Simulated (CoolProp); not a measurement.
Vapour-liquid equilibrium of carbon dioxide (1) + CH2F2 (R32) (2) at 229.8 K; x and y are mole fractions of (1).

Values from CoolProp's multi-fluid Helmholtz-energy mixture model, Span 1996 and Tillner-Roth 1997; pair parameters Bell 2016.

| x | bubble pressure, mixture model (MPa) | bubble pressure, Raoult's law (MPa) | y, mixture model | y, Raoult's law |
|---|---|---|---|---|
| 0.05 | 0.1900 | 0.1887 | 0.230 | 0.235 |
| 0.125 | … | 0.2438 | 0.446 | 0.454 |
| 0.2 | … | 0.2988 | … | 0.593 |
| 0.275 | 0.3610 | 0.3539 | 0.675 | 0.689 |
| 0.35 | 0.4170 | 0.4090 | 0.743 | 0.758 |
| 0.425 | 0.4721 | 0.4640 | 0.795 | 0.812 |
| 0.5 | 0.5265 | 0.5191 | 0.836 | 0.854 |
| 0.575 | … | 0.5741 | 0.870 | 0.887 |
| 0.65 | 0.6332 | 0.6292 | 0.899 | 0.915 |
| 0.725 | 0.6861 | 0.6843 | 0.924 | 0.939 |
| 0.8 | 0.7393 | 0.7393 | 0.947 | 0.959 |
| 0.875 | 0.7932 | 0.7944 | 0.968 | 0.976 |
| 0.95 | 0.8483 | 0.8494 | 0.987 | 0.991 |

Q: Fill in the missing entries.

A: 
- 0.125, bubble pressure, mixture model (MPa): 0.2473
- 0.2, bubble pressure, mixture model (MPa): 0.3044
- 0.2, y, mixture model: 0.582
- 0.575, bubble pressure, mixture model (MPa): 0.5801

The largest gap from Raoult's law is +2.0 % in bubble pressure, at x = 0.275. No azeotrope shows between x = 0.05 and 0.95.

The pair parameters rest on a limited set of measurements; away from them the model extrapolates.
